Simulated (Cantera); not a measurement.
Mixture: CH₄ : CO : O₂ : N₂ = 1 : 0.13 : 1.21 : 4.57 (molar parts), equivalence ratio 1.7, at 9.87 atm, adiabatic and at constant pressure. Ignition delay is the time to a rise of 400 K.

Detailed kinetics in Cantera: GRI-Mech 3.0 (53 species, 325 reactions).

Task: What does this change do: CO 0.13 to 0.062 parts?

Result: 
```csv
quantity,before,after
delay at 1125 K,22.5 ms,19.3 ms
delay at 1175 K,11.2 ms,9.76 ms
delay at 1225 K,5.76 ms,5.15 ms
delay at 1275 K,3.09 ms,2.80 ms
delay at 1325 K,1.71 ms,1.57 ms
delay at 1375 K,0.968 ms,0.903 ms
delay at 1425 K,0.562 ms,0.530 ms
apparent activation energy between 1325 and 1425 K,170 kJ/mol,170 kJ/mol
```

Task: What does this change do: constant volume in place of constant pressure?

Result: 
```csv
quantity,before,after
delay at 1125 K,22.5 ms,21.3 ms
delay at 1175 K,11.2 ms,10.5 ms
delay at 1225 K,5.76 ms,5.37 ms
delay at 1275 K,3.09 ms,2.86 ms
delay at 1325 K,1.71 ms,1.57 ms
delay at 1375 K,0.968 ms,0.887 ms
delay at 1425 K,0.562 ms,0.514 ms
apparent activation energy between 1325 and 1425 K,170 kJ/mol,180 kJ/mol
```
